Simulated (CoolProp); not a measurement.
Properties of ethylene along the isotherm 37.55 °C (Tc = 9.2 °C, pc = 50.42 bar, ω = 0.087).

Values from CoolProp's reference Helmholtz-energy equation of state, Smukala 2000.

```tsv
p (bar)	phase	speed of sound (m/s)	Joule-Thomson coefficient (K/MPa)
50.4	gas	278.5	9.798
101	supercritical	?	3.025
151	supercritical	519.8	?
202	supercritical	629.9	?
252	supercritical	?	0.1758
303	supercritical	781.9	0.01034
353	supercritical	840.7	-0.09839
403	supercritical	892.8	-0.1768
454	supercritical	940.8	-0.2370
504	supercritical	984.0	?
```

Question: Fill in the missing entries.

Answer: 
- 101, speed of sound (m/s): 354.7
- 151, Joule-Thomson coefficient (K/MPa): 1.016
- 202, Joule-Thomson coefficient (K/MPa): 0.4463
- 252, speed of sound (m/s): 712.4
- 504, Joule-Thomson coefficient (K/MPa): -0.2831
